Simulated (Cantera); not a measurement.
Input (Python, Cantera):

```python
import numpy as np
import cantera as ct

gas = ct.Solution("gri30.yaml")
gas.TPX = 1448, 500000, {'CH4': 1, 'CO': 0.6, 'O2': 2.42, 'N2': 9.1}
reactor = ct.IdealGasConstPressureReactor(gas, energy="on", clone=False)
net = ct.ReactorNet([reactor])
net.rtol, net.atol = 1e-08, 1e-16
show = ['CH4', 'CO', 'O2', 'CO2', 'H']
times = np.geomspace(3e-06, 6, 10)

steps = ct.SolutionArray(gas, extra=["t"])
rows = []
print(f"{'t/s':>10s}{'T/K':>9s}{'P/Pa':>11s}" + "".join(f"{s:>11s}" for s in show))
for t in times:
    while net.time < t:
        t_next = net.step()
        steps.append(gas.state, t=t_next)
    rows.append([np.interp(t, steps.t, y) for y in (steps.T, steps.P, *steps(*show).X.T)])
    print(f"{t:10.3e}{rows[-1][0]:9.1f}{rows[-1][1]:11.4g}" + "".join(f"{x:11.3e}" for x in rows[-1][2:]))
rate = np.gradient(steps.T, steps.t)
print("integrator steps:", len(steps.t))
if steps.T.max() > steps.T[0] + 200:
    print(f"time of steepest temperature rise: {steps.t[rate.argmax()]:.4e} s")
gas.TPX = 1448, 500000, {'CH4': 1, 'CO': 0.6, 'O2': 2.42, 'N2': 9.1}
gas.equilibrate("HP")
print(f"equilibrium (HP): T = {gas.T:.1f} K  " + "  ".join(f"{s} {gas[s].X[0]:.3e}" for s in show))
```

Result:

```
       t/s      T/K       P/Pa        CH4         CO         O2        CO2          H
 3.000e-06   1448.0      5e+05  7.622e-02  4.573e-02  1.845e-01  2.263e-07  3.727e-09
 1.504e-05   1448.0      5e+05  7.621e-02  4.573e-02  1.844e-01  1.902e-06  9.016e-09
 7.540e-05   1448.3      5e+05  7.609e-02  4.572e-02  1.844e-01  1.818e-05  5.533e-08
 3.780e-04   1462.6      5e+05  7.336e-02  4.581e-02  1.825e-01  3.659e-04  5.684e-07
 1.895e-03   2810.1      5e+05  4.763e-15  3.877e-02  2.266e-02  8.200e-02  3.619e-03
 9.499e-03   2809.3      5e+05  4.791e-15  3.879e-02  2.248e-02  8.198e-02  3.612e-03
 4.762e-02   2809.3      5e+05  4.791e-15  3.879e-02  2.248e-02  8.198e-02  3.612e-03
 2.387e-01   2809.3      5e+05  4.791e-15  3.879e-02  2.248e-02  8.198e-02  3.612e-03
 1.197e+00   2809.3      5e+05  4.791e-15  3.879e-02  2.248e-02  8.198e-02  3.612e-03
 6.000e+00   2809.3      5e+05  4.791e-15  3.879e-02  2.248e-02  8.198e-02  3.612e-03
integrator steps: 2080
time of steepest temperature rise: 6.2069e-04 s
equilibrium (HP): T = 2809.3 K  CH4 6.271e-15  CO 3.879e-02  O2 2.248e-02  CO2 8.198e-02  H 3.612e-03
```

Cantera simulation using GRI-Mech 3.0 (53 species, 325 reactions); the numbers are that mechanism's predictions, not measurements.
